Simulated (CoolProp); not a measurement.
The numbers come from the reference Helmholtz-energy equation of state, Schroeder 2014 in CoolProp.

### Question
For ethanol, give the phase and the cp (kJ/(kg K)) at 509.4 K and 0.101 MPa.

### Answer
- 509.4 K and 0.101 MPa: gas; cp 2.12
